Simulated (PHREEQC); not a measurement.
A solution holds 18 mmol/kgw HF and 58 mmol/kgw NaF, at 25 °C. Closed to the air; pH follows from the charge balance.

The numbers come from PHREEQC with the ion-association model, phreeqc.dat.

```json
{
  "pH": "3.64",
  "ionic_strength": "0.0571 mol/kgw",
  "density": "1.000 g/cm³",
  "total_alkalinity": "-18.0 meq/kg"
}
```

| species | molality | activity | log γ |
|---|---|---|---|
| Na+ | 0.0568 | 0.0465 | -0.088 |
| F- | 0.0541 | 0.0434 | -0.096 |
| HF | 0.0147 | 0.0149 | 0.006 |
| HF2- | 0.00304 | 0.00248 | -0.090 |
| NaF | 0.00114 | 0.00116 | 0.006 |
| H+ | 0.000269 | 0.000229 | -0.071 |

This is a speciation only: nothing precipitates in the calculation.
